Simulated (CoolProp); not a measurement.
Values from CoolProp's reference Helmholtz-energy equation of state, Gao 2022.

Q: For n-perfluorohexane, give the phase and the density (kg/m³), isothermal compressibility (1/MPa), expansivity (1/kK), fugacity coefficient at 450 K and 435 kPa; 450 K and 3050 kPa; 450 K and 4350 kPa.

A: 
- 450 K and 435 kPa: gas; density 43.3, isothermal compressibility 2.55, expansivity 3.12, fugacity coefficient 0.915
- 450 K and 3050 kPa: supercritical; density 1070, isothermal compressibility 0.0759, expansivity 7.66, fugacity coefficient 0.428
- 450 K and 4350 kPa: supercritical; density 1150, isothermal compressibility 0.0379, expansivity 4.89, fugacity coefficient 0.333
